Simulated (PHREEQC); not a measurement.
Model water analysis in mmol/kgw, 25 °C, pH 3.07, pe 10.7:

```
constituent  mmol/kgw
-----------  --------
Na               9.47
K                1.01
Ca               3.04
Mg               10.9
Cl               12.4
S(6)             12.9
Mn(2)         0.00804
```

Valence states are taken as typed.

Model: ion-association model, phreeqc.dat, run in PHREEQC.

Each row changes one thing in this solution. This is a speciation only: nothing precipitates in the calculation.

```json
[
 {"case": "as made", "ionic strength (mol/kgw)": "0.0484", "SO4-2 (mol/kgw)": "0.00826", "Mg+2 (mol/kgw)": "0.00760", "MgSO4 (mol/kgw)": "0.00331", "CaSO4 (mol/kgw)": "0.000740", "HSO4- (mol/kgw)": "0.000387", "SI of Gypsum (CaSO4:2H2O)": "-0.80", "SI of Halite (NaCl)": "-5.68"},
 {"case": "temperature from 25 to 60 °C at the same typed pH", "ionic strength (mol/kgw)": "0.0424", "SO4-2 (mol/kgw)": "0.00655", "Mg+2 (mol/kgw)": "0.00621", "MgSO4 (mol/kgw)": "0.00469", "CaSO4 (mol/kgw)": "0.000728", "HSO4- (mol/kgw)": "0.000717", "SI of Gypsum (CaSO4:2H2O)": "-0.83", "SI of Halite (NaCl)": "-5.71"},
 {"case": "Mn(2) from 0.00804 to 0.0161 mmol/kgw", "ionic strength (mol/kgw)": "0.0485", "SO4-2 (mol/kgw)": "0.00826", "Mg+2 (mol/kgw)": "0.00760", "MgSO4 (mol/kgw)": "0.00331", "CaSO4 (mol/kgw)": "0.000740", "HSO4- (mol/kgw)": "0.000387", "SI of Gypsum (CaSO4:2H2O)": "-0.80", "SI of Halite (NaCl)": "-5.68"},
 {"case": "Na from 9.47 to 4.74 mmol/kgw", "ionic strength (mol/kgw)": "0.0459", "SO4-2 (mol/kgw)": "0.00826", "Mg+2 (mol/kgw)": "0.00753", "MgSO4 (mol/kgw)": "0.00337", "CaSO4 (mol/kgw)": "0.000757", "HSO4- (mol/kgw)": "0.000391", "SI of Gypsum (CaSO4:2H2O)": "-0.79", "SI of Halite (NaCl)": "-5.98"}
]
```

Species that the database lacks are ignored. At this temperature some constants are extrapolated from 25 °C, and those without enthalpy data are left unchanged.
